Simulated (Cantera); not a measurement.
**Pyrogenic steam for wet oxidation**

A perfectly stirred reactor is fed with 31.1 % H₂, 37.0 % O₂, 31.9 % N₂, equivalence ratio 0.42, at 0.987 atm; it is held at 1373 K, and followed from long to short residence time.

Model: the H2/O2 subset of GRI-Mech 3.0, which has no nitrogen chemistry, integrated in Cantera. The temperature is held fixed by assumption; the heat of reaction is taken as removed at once.

```
τ (s)       x H₂   x O₂  x H₂O       x H     x HO₂   x H₂O₂
------  --------  -----  -----  --------  --------  -------
21       7.84e-6  0.254  0.368   2.51e-8   4.69e-7  6.18e-8
5.3      2.03e-5  0.254  0.368   9.27e-8   1.07e-6  1.26e-7
1.4      5.01e-5  0.254  0.368   3.42e-7   2.54e-6  2.52e-7
0.35    0.000128  0.254  0.368   1.35e-6   6.28e-6  5.05e-7
0.090   0.000318  0.254  0.368   5.27e-6   1.49e-5  9.64e-7
0.023   0.000787  0.254  0.367   2.07e-5   3.40e-5  1.79e-6
0.0059   0.00190  0.254  0.365   8.10e-5   7.05e-5  3.23e-6
0.0015   0.00445  0.255  0.361  0.000317  0.000128  5.56e-6
```
x: mole fraction; the columns are a selection and need not sum to one.
